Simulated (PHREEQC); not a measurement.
Solution (50 °C): 0.11 mol/kgw NH4Cl and 0.0013 mol/kgw NH3. Closed to the air; pH follows from the charge balance.

Model: ion-association model, wateq4f.dat, run in PHREEQC.

Precipitation was switched off in this run.

### Question
Predict the pH.

### Answer
pH 6.73.

### Question
In which forms is N present?

### Answer
NH4+ 99 %, NH3 1.2 % of the N.

At this temperature some constants are extrapolated from 25 °C, and those without enthalpy data are left unchanged.
